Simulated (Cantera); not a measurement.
An isothermal, constant-pressure homogeneous reactor starts with 0.266 % CO, 0.266 % O2, 0.799 % H2O, 98.7 % N2, equivalence ratio 0.50, at 1450 K and 5.00 bar.

Computed with Cantera and GRI-Mech 3.0 (53 species, 325 reactions).

**Question.** Predict: x(CO) at 80.0 s; x(O2) at 80.0 s; x(H2O) at 80.0 s; x(N2O) at 80.0 s; x(OH) at 80.0 s.

**Answer.** 
- x(CO) at 80.0 s: 7.41e-8 (gas-phase equilibrium 7.53e-8)
- x(O2) at 80.0 s: 0.00133 (gas-phase equilibrium 0.00129)
- x(H2O) at 80.0 s: 0.00800 (gas-phase equilibrium 0.00800)
- x(N2O) at 80.0 s: 1.33e-8 (gas-phase equilibrium 1.31e-8)
- x(OH) at 80.0 s: 2.67e-6 (gas-phase equilibrium 2.65e-6)
